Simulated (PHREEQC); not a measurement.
# Copper plating or etch bath: speciation

Consider water at 90 °C with 0.0076 mol/kgw Cu(BF4)2, 0.023 mol/kgw HBF4 and 0.00029 mol/kgw NaCl. Closed to the air; pH follows from the charge balance.

Computed with PHREEQC (ion-association model, wateq4f.dat).

Precipitation was switched off in this run.

Task: Predict the pH.

Result: pH 1.83.

Task: In which forms is F present?

Result: BF4- 78 %, HF 17 %, BF3OH- 3.2 %, BF2(OH)2- 1.1 % of the F.

Constants without temperature data keep their 25 °C values here. Real BF4- forms and hydrolyses slowly; the run takes it at equilibrium.
